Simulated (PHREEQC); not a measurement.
Dissolve 180 mmol/kgw HF, 0.1 mmol/kgw (CH3)4NF and 0.14 mmol/kgw H2SO4 at 40 °C. Closed to the air; pH follows from the charge balance.

Model: ion-association model, phreeqc.dat, run in PHREEQC.

### Question
The ionic strength comes out as 0.0134 mol/kgw. What activity coefficients do H+, SO4-2, F-, HF2-, HSO4- get?

### Answer
H+ 0.90, SO4-2 0.63, F- 0.89, HF2- 0.89, HSO4- 0.89.

No solid was allowed to form. Species that the database lacks are ignored. (CH3)4N+ isn't in the database: it is added as a free cation with an ion size of 4 Å. Constants without temperature data keep their 25 °C values here.
